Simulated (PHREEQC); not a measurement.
# Silver or lead bath

Dissolve 1.7 mmol/kgw PbCl2, 53 mmol/kgw HNO3 and 4.5 mmol/kgw Cu(NO3)2 at 25 °C. Closed to the air; pH follows from the charge balance.

Computed with PHREEQC (ion-association model, phreeqc.dat).

| Quantity | Result |
|---|---|
| pH | 1.35 |
| ionic strength | 0.0706 mol/kgw |
| specific conductance | 20300 µS/cm |
| density | 1.000 g/cm³ |
| total alkalinity | -53.0 meq/kg |

```
species  molality  activity   log γ
-------  --------  --------  ------
NO3-       0.0616    0.0481  -0.107
H+         0.0530    0.0445  -0.076
Cu+2      0.00448   0.00198  -0.356
Cl-       0.00332   0.00263  -0.102
Pb+2      0.00120  0.000494  -0.385
PbNO3+   0.000438  0.000351  -0.096
PbCl+     6.44e-5   5.16e-5  -0.096
CuCl+     1.76e-5   1.40e-5  -0.100
PbCl2     2.11e-7   2.14e-7   0.007
```

No solid was allowed to form.
